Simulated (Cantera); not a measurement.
## Catalytic combustion on Pt

An isothermal plug-flow reactor at 700 K and 1.58 atm (inlet), inlet velocity 4.2 m/s, active area per volume 210 1/m; feed H₂ : O₂ : N₂ = 0.0036 : 0.019 : 0.79 (molar parts).

Computed with Cantera and Deutschmann's 1995 Pt surface mechanism with GRI-Mech 3.0 gas chemistry. Catalytic surfaces can have several steady states; this one follows from the mechanism file's or the stated starting coverage. Mass transfer to the wall is taken as infinitely fast.

| z (m) | x H₂ | x O₂ | x H₂O | θ free Pt | θ O* | θ OH* |
|---|---|---|---|---|---|---|
| 3.8e-05 | 0.00434 | 0.0233 | 8.96e-5 | 0.334 | 0.661 | 0.00553 |
| 6.4e-05 | 0.00428 | 0.0233 | 0.000149 | 0.330 | 0.665 | 0.00554 |
| 0.00011 | 0.00418 | 0.0233 | 0.000250 | 0.322 | 0.672 | 0.00555 |
| 0.00018 | 0.00404 | 0.0232 | 0.000396 | 0.312 | 0.682 | 0.00557 |
| 0.0003 | 0.00381 | 0.0231 | 0.000624 | 0.296 | 0.698 | 0.00559 |
| 0.0005 | 0.00348 | 0.0229 | 0.000954 | 0.272 | 0.722 | 0.00560 |
| 0.00083 | 0.00304 | 0.0227 | 0.00139 | 0.240 | 0.754 | 0.00557 |
| 0.0014 | 0.00249 | 0.0224 | 0.00194 | 0.199 | 0.795 | 0.00544 |
| 0.0023 | 0.00193 | 0.0222 | 0.00250 | 0.157 | 0.838 | 0.00518 |
| 0.0038 | 0.00140 | 0.0219 | 0.00303 | 0.115 | 0.880 | 0.00474 |
x: gas mole fraction; θ: surface coverage.
